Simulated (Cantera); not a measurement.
Feed: 1 mol SiH2Cl2, 21 mol N2, 0.19 mol H2, 1.1 mol NH3, equilibrated at 0.263 Torr.

Equilibrium computed with Cantera from the NASA thermochemical tables; the gas is ideal and each condensed phase is pure. Candidate condensed phases: NH4Cl, Si, Si3N4; 28 gas species. Equilibrium is a limit: real reactors are often held back by kinetics, nucleation or transport.

### Question
Which condensed phases are stable at each of these points (T (K)): 1623, 1673, 1723, 1773, 1823, 1873, 1923?

### Answer
| T (K) | condensed phases | Si condensed (%) |
|---|---|---|
| 1623 | Si(s) | 32.9 |
| 1673 | Si(s) | 30.4 |
| 1723 | Si(l) | 26.3 |
| 1773 | Si(l) | 18.0 |
| 1823 | Si(l) | 0.5 |
| 1873 | gas only | 0.0 |
| 1923 | gas only | 0.0 |

From 1623 K to 1673 K the condensed part is Si(s). From 1723 K to 1823 K the condensed part is Si(l). From 1873 K to 1923 K nothing is condensed.
